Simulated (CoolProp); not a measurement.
Model: reference Helmholtz-energy equation of state, Thol 2021, in CoolProp.

Q: For chlorine, give the phase and the cv (kJ/(kg K)), speed of sound (m/s), isothermal compressibility (1/MPa) at -45.75 °C and 19100 kPa.

A: 
- -45.75 °C and 19100 kPa: liquid; cv 0.507, speed of sound 1170, isothermal compressibility 0.000816
